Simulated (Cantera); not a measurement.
Input: 1 mol Fe2O3, 380 mol H2, 1 mol H2O, equilibrated at 1.00 bar.

Equilibrium computed with Cantera from the NASA thermochemical tables; the gas is ideal and each condensed phase is pure. Candidate condensed phases: Fe, FeO, Fe(OH)2, Fe(OH)3, Fe2O3, Fe3O4, H2O; 12 gas species. The numbers say what is thermodynamically allowed, not how fast it happens.

log p: log10 of the partial pressure in bar; n: condensed amount in mol.

| T (°C) | log p H2 | log p H2O | log p H | log p Fe | log p Fe(OH)2 | log p OH | n Fe(α) | n Fe(γ) |
|---|---|---|---|---|---|---|---|---|
| 475 | 0.00 | -1.98 | <-12 | <-12 | <-12 | <-12 | 2.00 | 0 |
| 550 | 0.00 | -1.98 | -11.14 | <-12 | <-12 | <-12 | 2.00 | 0 |
| 625 | 0.00 | -1.98 | ___ | <-12 | <-12 | <-12 | 2.00 | 0 |
| 700 | 0.00 | -1.98 | -8.97 | <-12 | -11.39 | <-12 | 2.00 | 0 |
| 775 | 0.00 | -1.98 | -8.11 | <-12 | -10.77 | <-12 | 2.00 | 0 |
| 850 | 0.00 | -1.98 | ___ | ___ | ___ | ___ | 2.00 | 0 |
| 925 | 0.00 | -1.98 | -6.72 | -10.33 | -9.78 | -10.80 | 0 | 2.00 |
| 1000 | 0.00 | -1.98 | -6.15 | -9.30 | -9.37 | -10.06 | 0 | 2.00 |
| 1075 | 0.00 | -1.98 | -5.64 | -8.39 | -9.01 | -9.41 | 0 | 2.00 |
| 1150 | 0.00 | -1.98 | -5.18 | -7.57 | -8.68 | -8.82 | 0 | 2.00 |

Task: Some entries are withheld; supply them.

Result: 
- 625, log p H: -9.96
- 850, log p H: -7.37
- 850, log p Fe: -11.51
- 850, log p Fe(OH)2: -10.24
- 850, log p OH: -11.64
